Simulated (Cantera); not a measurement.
Source: NASA polynomial tables (part measured, part estimated), evaluated in Cantera. Values are per mole of reaction as written; species without (g) are pure solids or liquids, kept so even where they would boil at 1 bar.

2 SiF₄(g) + O₂(g) ⇌ 2 SiO(g) + 4 F₂(g), with ΔH° = 3029.1 kJ and ΔS° = 463.7 J/K at 300 K.

### Question
How far is the shortcut ΔG° ≈ ΔH°(300 K) − T·ΔS°(300 K) from the full temperature-dependent value at 1500, 1525, 1550, 1575, 1600, 1625, 1650 K?

### Answer
```json
[
 {"T (K)": "1500", "shortcut (kJ)": "2333.6", "full (kJ)": "2344.0", "difference (kJ)": "-10.4", "difference in log10 K": "0.36"},
 {"T (K)": "1525", "shortcut (kJ)": "2322.0", "full (kJ)": "2332.9", "difference (kJ)": "-10.9", "difference in log10 K": "0.37"},
 {"T (K)": "1550", "shortcut (kJ)": "2310.4", "full (kJ)": "2321.8", "difference (kJ)": "-11.4", "difference in log10 K": "0.38"},
 {"T (K)": "1575", "shortcut (kJ)": "2298.8", "full (kJ)": "2310.7", "difference (kJ)": "-11.9", "difference in log10 K": "0.39"},
 {"T (K)": "1600", "shortcut (kJ)": "2287.2", "full (kJ)": "2299.6", "difference (kJ)": "-12.4", "difference in log10 K": "0.41"},
 {"T (K)": "1625", "shortcut (kJ)": "2275.6", "full (kJ)": "2288.5", "difference (kJ)": "-12.9", "difference in log10 K": "0.42"},
 {"T (K)": "1650", "shortcut (kJ)": "2264.0", "full (kJ)": "2277.5", "difference (kJ)": "-13.5", "difference in log10 K": "0.43"}
]
```
The shortcut ignores the heat-capacity change of the reaction.
